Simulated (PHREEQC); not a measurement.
A column of 0.2 m (30 cells, dispersivity 0.016 m, 60 s a shift, diffusion coefficient 3e-10 m²/s) holds 0.0039 eq of the database's cation exchanger X per kg of pore water, first in equilibrium with 0.012 mol/kgw NaCl and 1e-05 mol/kgw HCl. It is flushed with 2.8 mmol/kgw KBr and 0.01 mmol/kgw HCl, at 40 °C. Values are for the last cell. CO2 from the air is kept out. Nothing may precipitate in this run.

Computed with PHREEQC (ion-association model, phreeqc.dat).

**Question.** Predict K in solution (mol/kgw), Na in solution (mol/kgw), Cl in solution (mol/kgw) at pore volumes = 1.35, 1.683, 2.017, 3.683, 5.017.

**Answer.** 
```json
[
 {"pore volumes": "1.35", "K in solution (mol/kgw)": "1.62e-5", "Na in solution (mol/kgw)": "0.00431", "Cl in solution (mol/kgw)": "0.00200"},
 {"pore volumes": "1.683", "K in solution (mol/kgw)": "6.64e-5", "Na in solution (mol/kgw)": "0.00329", "Cl in solution (mol/kgw)": "0.000735"},
 {"pore volumes": "2.017", "K in solution (mol/kgw)": "0.000427", "Na in solution (mol/kgw)": "0.00256", "Cl in solution (mol/kgw)": "0.000259"},
 {"pore volumes": "3.683", "K in solution (mol/kgw)": "0.00276", "Na in solution (mol/kgw)": "4.21e-5", "Cl in solution (mol/kgw)": "1.09e-5"},
 {"pore volumes": "5.017", "K in solution (mol/kgw)": "0.00280", "Na in solution (mol/kgw)": "1.38e-6", "Cl in solution (mol/kgw)": "1.00e-5"}
]
```

Complexes and solids missing from the database can't appear. At this temperature some constants are extrapolated from 25 °C, and those without enthalpy data are left unchanged.
